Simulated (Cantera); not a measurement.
A perfectly stirred reactor is fed with 11.7 % CO, 4.55 % H2, 17.6 % O2, 66.2 % N2, at 9.87 atm; it is adiabatic with a 525 K inlet, and is followed from long to short residence time, starting on the burning branch (τ in s: 0.3, 0.11, 0.038, 0.013, 0.0048, 0.0017, 0.0006, 0.00021, 7.6e-05, 2.7e-05, 9.6e-06, 3.4e-06).

Detailed kinetics in Cantera: GRI-Mech 3.0 (53 species, 325 reactions). The hydrogen kinetics of GRI-Mech 3.0 are dated; newer H2 mechanisms differ, most at raised pressure.

Problem. Predict: blow-out, bracketed by the residence times tried; x(CO) at τ = 0.300 s; x(H2) at τ = 0.300 s; x(O2) at τ = 0.300 s; x(N2O) at τ = 0.300 s; x(O) at τ = 0.300 s; x(CO) at τ = 0.600 ms; x(H2) at τ = 0.600 ms; x(O2) at τ = 0.600 ms; x(N2O) at τ = 0.600 ms; x(O) at τ = 0.600 ms.

Solution. 
```json
{
  "blow_out_bracketed_by_the_residence_times_tried": "burning at 0.210 ms, out at 76.0 µs",
  "x(CO) at τ = 0.300 s": "9.24e-5",
  "x(H2) at τ = 0.300 s": "5.89e-6",
  "x(O2) at τ = 0.300 s": "0.103",
  "x(N2O) at τ = 0.300 s": "6.58e-7",
  "x(O) at τ = 0.300 s": "2.09e-5",
  "x(CO) at τ = 0.600 ms": "0.00628",
  "x(H2) at τ = 0.600 ms": "0.000254",
  "x(O2) at τ = 0.600 ms": "0.106",
  "x(N2O) at τ = 0.600 ms": "5.11e-6",
  "x(O) at τ = 0.600 ms": "0.000517"
}
```
